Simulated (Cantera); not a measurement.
Standard-state values (1 bar) from the NASA 1993 polynomials, evaluated with Cantera. Values are per mole of reaction as written; species without (g) are pure solids or liquids, kept so even where they would boil at 1 bar.

Task: Between 300 and 1723 K, where is each reaction favourable under standard conditions?
- V + O₂(g) ⇌ VO₂(g)
- Zr + O₂(g) ⇌ ZrO₂(g)
- 4 Li + O₂(g) ⇌ 2 Li₂O

Result: 
- V + O₂(g) ⇌ VO₂(g): ΔG° is -242 kJ at 300 K and -272 kJ at 1723 K; it stays negative (K > 1). ΔH° is -248 kJ and ΔS° 14 J/K at 1723 K.
- Zr + O₂(g) ⇌ ZrO₂(g): ΔG° is -295 kJ at 300 K and -324 kJ at 1723 K; it stays negative (K > 1). ΔH° is -302 kJ and ΔS° 13 J/K at 1723 K.
- 4 Li + O₂(g) ⇌ 2 Li₂O: ΔG° is -1124 kJ at 300 K and -739 kJ at 1723 K; it stays negative (K > 1). ΔH° is -1183 kJ and ΔS° -258 J/K at 1723 K.
